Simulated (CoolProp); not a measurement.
Model: reference Helmholtz-energy equation of state, Lemmon 2006, in CoolProp. It is a short technical equation, of lower accuracy than the large ones.

### Question
For carbonyl sulfide, give the phase and the Z, cp (kJ/(kg K)), speed of sound (m/s), Joule-Thomson coefficient (K/MPa) at 20.65 °C and 5.53 MPa; 81.75 °C and 5.53 MPa; 106.15 °C and 5.53 MPa.

### Answer
- 20.65 °C and 5.53 MPa: liquid; Z 0.133, cp 1.31, speed of sound 736, Joule-Thomson coefficient -0.169
- 81.75 °C and 5.53 MPa: liquid; Z 0.141, cp 1.89, speed of sound 402, Joule-Thomson coefficient 1.03
- 106.15 °C and 5.53 MPa: gas; Z 0.579, cp 2.07, speed of sound 187, Joule-Thomson coefficient 13.8
